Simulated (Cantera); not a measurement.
An isothermal, constant-pressure homogeneous reactor starts with H2 : O2 : H2O = 0.3 : 1 : 0.0025 (molar parts), equivalence ratio 0.15, at 1425 K and 20.0 Torr.

Detailed kinetics in Cantera: GRI-Mech 3.0 (53 species, 325 reactions). Radical loss at walls, strong at low pressure, is not modelled. The temperature is held fixed by assumption; the heat of reaction is taken as removed at once.

One state of this run: x H2 = 2.42e-5; x O2 = 0.737; x H = 3.96e-6; x HO2 = 3.84e-7; x H2O2 = 3.11e-8; x O = 0.000142. x: mole fraction; the columns are a selection and need not sum to one.

**Question.** Which value of t (s) does it belong to?
A. 5.79
B. 0.141
C. 20.0
D. 0.0408

**Answer.** B, 0.141
